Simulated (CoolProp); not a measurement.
A closed Brayton cycle with nitrogen: compressor inlet 322.15 K and 0.22 MPa, high pressure 0.497 MPa, turbine inlet 685 K, compressor efficiency 0.8, turbine efficiency 0.93, recuperator effectiveness 0.9 (on enthalpy, no pinch check). Each further row changes one setting.

Computed with CoolProp (reference Helmholtz-energy equation of state, Span 2000).

```
case                           thermal efficiency (%)  net work (kJ/kg)  compressor to turbine work  compressor exit (K)  turbine exit (K)
-----------------------------  ----------------------  ----------------  --------------------------  -------------------  ----------------
as stated                                        18.8              28.6                        0.79                427.4             557.0
turbine inlet 635 K                                 …                 …                        0.86                427.4                 …
compressor inlet 332.15 K                        16.7                 …                        0.82                    …             557.0
high pressure 0.422 MPa                          20.8                 …                        0.76                    …             580.7
recuperator effectiveness 0.5                       …              28.6                        0.79                427.4             557.0
```

Problem. Complete the blanks.

Solution. 
- turbine inlet 635 K, thermal efficiency (%): 13.3
- turbine inlet 635 K, net work (kJ/kg): 18.3
- turbine inlet 635 K, turbine exit (K): 515.4
- compressor inlet 332.15 K, net work (kJ/kg): 25.1
- compressor inlet 332.15 K, compressor exit (K): 440.6
- high pressure 0.422 MPa, net work (kJ/kg): 27.4
- high pressure 0.422 MPa, compressor exit (K): 404.3
- recuperator effectiveness 0.5, thermal efficiency (%): 13.8
